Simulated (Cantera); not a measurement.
An isothermal, constant-pressure homogeneous reactor starts with C₂H₆ : N₂ = 1 : 58 (molar parts), at 1925 K and 0.450 bar.

Cantera simulation using GRI-Mech 3.0 (53 species, 325 reactions); the numbers are that mechanism's predictions, not measurements. GRI-Mech 3.0 stops at C3 and has no aromatics, soot or wall deposition, so with more carbon than oxygen in the feed, carbon stays in small species such as C2H2 where larger ones or solid carbon would form.

Problem. Predict: x(H) at 200 s; x(CH₄) at 200 s; x(C₂H₄) at 200 s; x(C₂H₂) at 200 s; x(H₂) at 200 s.

Solution. 
```json
{
 "x(H) at 200 s": "0.000259 (gas-phase equilibrium 0.000259)",
 "x(CH₄) at 200 s": "6.26e-6 (gas-phase equilibrium 2.90e-6)",
 "x(C₂H₄) at 200 s": "2.38e-6 (gas-phase equilibrium 3.07e-7)",
 "x(C₂H₂) at 200 s": "0.0157 (gas-phase equilibrium 0.00202)",
 "x(H₂) at 200 s": "0.0326 (gas-phase equilibrium 0.0326)"
}
```
